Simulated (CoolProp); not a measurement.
Vapour-liquid equilibrium of R13 (1) + n-butane (2) at 222.7 K; x and y are mole fractions of (1).

Computed with CoolProp (multi-fluid Helmholtz-energy mixture model, Platzer 1990 and Bücker 2006; pair parameters Bell 2016). This equation is an older, rougher fit; its heat capacities, sound speeds and derivatives of the liquid may be far off and weren't checked against measurements.

| x | bubble pressure (bar) | y at the bubble point | dew pressure at overall composition x (bar) | liquid density (mol/L) |
|---|---|---|---|---|
| 0.05 | 0.5437 | 0.834 | 0.09697 | 11.33 |
| 0.2 | 1.530 | 0.946 | 0.1151 | 11.65 |
| 0.35 | 2.155 | 0.965 | 0.1415 | 11.97 |
| 0.5 | 2.599 | 0.974 | 0.1836 | 12.29 |
| 0.65 | 2.984 | 0.980 | 0.2613 | 12.62 |
| 0.8 | 3.396 | 0.987 | 0.4527 | 12.94 |
| 0.95 | 3.909 | 0.996 | 1.645 | 13.25 |

No azeotrope shows between x = 0.05 and 0.95.

Pair parameters are fitted to limited data, so mixtures are less certain than the pure fluids. With so large a gap from Raoult's law the liquid may split in two, which this calculation doesn't test in full.
